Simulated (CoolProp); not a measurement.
A closed Brayton cycle with nitrogen: compressor inlet 323.15 K and 1.6 MPa, high pressure 4.15 MPa, turbine inlet 995 K, compressor efficiency 0.85, turbine efficiency 0.9, recuperator effectiveness 0.8 (on enthalpy, no pinch check). Each further row changes one setting.

Model: reference Helmholtz-energy equation of state, Span 2000, in CoolProp.

```
case                           thermal efficiency (%)  net work (kJ/kg)  compressor to turbine work  compressor exit (K)  turbine exit (K)
-----------------------------  ----------------------  ----------------  --------------------------  -------------------  ----------------
as stated                                  (withheld)               102                        0.55                442.5             798.8
turbine inlet 945 K                              31.8              90.7                        0.58                442.5             757.1
compressor inlet 333.15 K                        32.5              98.3                  (withheld)                456.0             798.8
high pressure 3.53 MPa                     (withheld)              91.2                        0.53                419.9             829.2
recuperator effectiveness 0.5              (withheld)               102                        0.55                442.5             798.8
```

Problem. Some entries are withheld; supply them.

Solution. 
- as stated, thermal efficiency (%): 33.4
- compressor inlet 333.15 K, compressor to turbine work: 0.57
- high pressure 3.53 MPa, thermal efficiency (%): 32.3
- recuperator effectiveness 0.5, thermal efficiency (%): 24.2
